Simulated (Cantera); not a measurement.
An adiabatic, constant-volume homogeneous reactor starts with CH3OH : O2 : N2 : H2O = 1 : 0.789 : 5.68 : 0.41 (molar parts), equivalence ratio 1.9, at 1123 K and 9.87 atm.

Model: GRI-Mech 3.0 (53 species, 325 reactions), integrated in Cantera. GRI-Mech 3.0 was tuned for natural gas; its chemistry of methanol as a main component is partial and can be far from experiment.

Problem. Predict: time of steepest temperature rise; temperature at 3.00 s; equilibrium temperature; x(O2) at 3.00 s; x(H2O) at 3.00 s; x(NO) at 3.00 s.

Solution. 
```json
{
 "time_of_steepest_temperature_rise": "5.46 ms",
 "temperature at 3.00 s": "2248 K",
 "equilibrium_temperature": "2248 K",
 "x(O2) at 3.00 s": "5.61e-7 (gas-phase equilibrium 5.61e-7)",
 "x(H2O) at 3.00 s": "0.185 (gas-phase equilibrium 0.185)",
 "x(NO) at 3.00 s": "2.05e-5 (gas-phase equilibrium 2.05e-5)"
}
```
